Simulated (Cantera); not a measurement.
Charge: 1 mol MgO, 2.7 mol CO, 0.3 mol H2, held at 2598.15 K and 1.00 Torr.

Cantera equilibrium calculation (NASA polynomials, part measured and part estimated; ideal gas, pure solids and liquids). The tables' values for MgH are old estimates; treat these amounts as uncertain. Rates play no part.

```tsv
species	before	after
CO	0.514	0.509
Mg	0.205	0.215
CO2	0.0469	0.0788
O	0.0960	0.0621
H	0.0891	0.0724
H2O	0.00430	0.0106
H2	0.00729	0.0111
OH	0.0121	0.0144
O2	0.0231	0.0245
MgOH	0.000107	0.000249
MgH	1.32e-5	1.64e-5
MgO	0.00199	0.00244
```
Gas species are given as mole fractions.

### Question
What was changed between the two runs?
A) temperature from 2598.15 K to 2500 K
B) pressure from 1.00 Torr to 15.8 Torr
C) pressure from 1.00 Torr to 0.720 Torr
D) pressure from 1.00 Torr to 4800 Torr

### Answer
A, temperature from 2598.15 K to 2500 K
